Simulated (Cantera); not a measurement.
Feed: 1 mol B2O3, 0.06 mol O2, held at 143 Torr.

Method: chemical equilibrium by Gibbs-energy minimisation in Cantera with the NASA 1993 tables (ideal gas, pure condensed phases). Candidate condensed phases: B, B2O3; 10 gas species. Equilibrium is a limit: real reactors are often held back by kinetics, nucleation or transport.

Q: At 1327 °C, list the 4 most abundant gas species with their mole fractions, and the condensed phases.

A: O2 0.999, B2O3 0.000772, BO2 0.000195, O 3.33e-5. Condensed: B2O3(l).
